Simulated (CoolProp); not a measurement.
A closed Brayton cycle with carbon dioxide: compressor inlet 312.15 K and 9.8 MPa, high pressure 21.5 MPa, turbine inlet 950 K, compressor efficiency 0.89, turbine efficiency 0.9, recuperator effectiveness 0.8 (on enthalpy, no pinch check). Each further row changes one setting.

Computed with CoolProp (reference Helmholtz-energy equation of state, Span 1996).

```json
[
 {"case": "as stated", "thermal efficiency (%)": "28.9", "net work (kJ/kg)": "103", "compressor to turbine work": "0.16", "compressor exit (K)": "336.7", "turbine exit (K)": "846.0"},
 {"case": "turbine inlet 900 K", "thermal efficiency (%)": "28.4", "net work (kJ/kg)": "96.5", "compressor to turbine work": "0.17", "compressor exit (K)": "336.7", "turbine exit (K)": "799.6"},
 {"case": "compressor inlet 322.15 K", "thermal efficiency (%)": "28.9", "net work (kJ/kg)": "94.1", "compressor to turbine work": "0.23", "compressor exit (K)": "371.0", "turbine exit (K)": "846.0"},
 {"case": "high pressure 18.3 MPa", "thermal efficiency (%)": "25.4", "net work (kJ/kg)": "84.3", "compressor to turbine work": "0.14", "compressor exit (K)": "331.2", "turbine exit (K)": "866.8"},
 {"case": "recuperator effectiveness 0.5", "thermal efficiency (%)": "18.9", "net work (kJ/kg)": "103", "compressor to turbine work": "0.16", "compressor exit (K)": "336.7", "turbine exit (K)": "846.0"}
]
```
